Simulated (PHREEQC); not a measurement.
Make-up at 20 °C: 3.9 mmol/kgw CdSO4, 21 mmol/kgw KCl and 0.058 mmol/kgw MnSO4. Closed to the air; pH follows from the charge balance.

Model: ion-association model, wateq4f.dat, run in PHREEQC.

This is a speciation only: nothing precipitates in the calculation.

Task: Order these S species by the share of S that they hold, largest first: Cd(SO4)2-2, MnSO4, KSO4-, CdSO4, SO4-2.

Result: SO4-2 (82 %), CdSO4 (11 %), KSO4- (5.7 %), Cd(SO4)2-2 (0.82 %), MnSO4 (0.18 %)

The pH is 6.18 and the ionic strength 0.0310 mol/kgw. Complexes and solids missing from the database can't appear.
